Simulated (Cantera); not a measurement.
Standard-state values (1 bar) from the NASA 1993 polynomials, evaluated with Cantera. Values are per mole of reaction as written; species without (g) are pure solids or liquids, kept so even where they would boil at 1 bar.

OH(g) + Ca(g) + Cl(g) = CaO + HCl(g)

```csv
T (K),ΔH° (kJ),ΔS° (J/K),ΔG° (kJ),log10 K
300,?,?,?,?
1250,-1057.8,-268.8,-721.8,30.16
1350,?,?,?,?
1450,-1055.0,-266.7,-668.2,24.07
1550,-1053.5,-265.7,-641.6,21.62
1650,-1051.9,-264.8,-615.1,19.47
1750,-1050.3,-263.8,-588.6,17.57
1850,-1048.7,-262.9,-562.3,15.88
1950,-1047.0,-262.0,-536.1,14.36
2050,-1045.3,-261.2,-509.9,12.99
2150,-1043.5,-260.3,-483.8,11.75
2250,-1041.8,-259.5,-457.8,10.63
```

**Question.** What belongs in the gaps?

**Answer.** 
- 300, ΔH° (kJ): -1065.8
- 300, ΔS° (J/K): -278.7
- 300, ΔG° (kJ): -982.2
- 300, log10 K: 171.02
- 1350, ΔH° (kJ): -1056.4
- 1350, ΔS° (J/K): -267.7
- 1350, ΔG° (kJ): -694.9
- 1350, log10 K: 26.89
